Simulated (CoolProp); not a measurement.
A simple Rankine cycle with R245ca: condensing at 307.15 K, boiler at 0.472 MPa, turbine inlet 449 K, turbine efficiency 0.65, pump efficiency 0.6, no recuperator. Each further row changes one setting.

Model: reference Helmholtz-energy equation of state, Zhou 2016, in CoolProp.

```tsv
case	thermal efficiency (%)	net work (kJ/kg)	heat in (kJ/kg)	turbine exit temperature (K)	volume ratio over the turbine
as stated	[?]	20.2	346	[?]	3.30
condensing temperature 299.15 K	7.0	25.1	357	[?]	4.41
boiler pressure 0.33 MPa	4.2	[?]	347	434.8	2.31
turbine efficiency 0.55	4.9	17.0	346	431.3	[?]
```

Q: Fill in the missing entries.

A: 
- as stated, thermal efficiency (%): 5.8
- as stated, turbine exit temperature (K): 428.5
- condensing temperature 299.15 K, turbine exit temperature (K): 423.9
- boiler pressure 0.33 MPa, net work (kJ/kg): 14.6
- turbine efficiency 0.55, volume ratio over the turbine: 3.33
